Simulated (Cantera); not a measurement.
An isothermal, constant-pressure homogeneous reactor starts with 37.0 % NH3, 63.0 % H2, at 1725 K and 0.370 bar.

Cantera simulation using the gas-phase N/H chemistry of the illustrative SiF4/NH3 mechanism in the Surface Chemkin manual (1991); the numbers are that mechanism's predictions, not measurements. Walls and surfaces, which speed up NH3 decomposition in real reactors, are not modelled.

Predict: x(NH3) at 3.00 s; x(H2) at 3.00 s; x(N2) at 3.00 s; x(N2H4) at 3.00 s; x(H) at 3.00 s; x(N) at 3.00 s; x(N2H2) at 3.00 s.


| Item | Result |
|---|---|
| x(NH3) at 3.00 s | 0.164 (gas-phase equilibrium 3.72e-6) |
| x(H2) at 3.00 s | 0.760 (gas-phase equilibrium 0.865) |
| x(N2) at 3.00 s | 0.0752 (gas-phase equilibrium 0.135) |
| x(N2H4) at 3.00 s | 1.37e-8 (gas-phase equilibrium <1e-12) |
| x(H) at 3.00 s | 0.000138 (gas-phase equilibrium 0.000286) |
| x(N) at 3.00 s | 3.90e-8 (gas-phase equilibrium 5.47e-12) |
| x(N2H2) at 3.00 s | 1.25e-7 (gas-phase equilibrium <1e-12) |
